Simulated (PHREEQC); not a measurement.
## Phosphoric acid bath: speciation

Dissolve 17 mmol/kgw KH2PO4, 0.12 mmol/kgw HNO3 and 0.00031 mmol/kgw H4SiO4 at 25 °C. Closed to the air; pH follows from the charge balance.

Model: ion-association model, phreeqc.dat, run in PHREEQC.

| Quantity | Value |
|---|---|
| pH | 4.33 |
| ionic strength | 0.0171 mol/kgw |
| specific conductance | 1660 µS/cm |
| total alkalinity | -0.120 meq/kg |

```
species  molality  activity   log γ
-------  --------  --------  ------
K+         0.0170    0.0149  -0.058
H2PO4-     0.0169    0.0149  -0.054
NO3-     0.000120  0.000105  -0.059
H3PO4    0.000102  0.000102   0.002
H+        5.20e-5   4.65e-5  -0.048
HPO4-2    3.29e-5   1.99e-5  -0.220
KHPO4-    6.53e-7   5.77e-7  -0.054
H4SiO4    3.10e-7   3.11e-7   0.002
```

No solid was allowed to form. Complexes and solids missing from the database can't appear.
